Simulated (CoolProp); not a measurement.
R365MFC at 298.15 K and 1.51 MPa is throttled through a valve to 0.376 MPa with no heat exchange. Each further row changes one setting.

The numbers come from the reference Helmholtz-energy equation of state, Lemmon 2016 in CoolProp.

```json
[
 {"case": "as stated", "temperature change (K)": "+0.3"},
 {"case": "outlet pressure 0.113 MPa", "temperature change (K)": "+0.4"},
 {"case": "outlet pressure 0.489 MPa", "temperature change (K)": "+0.3"}
]
```
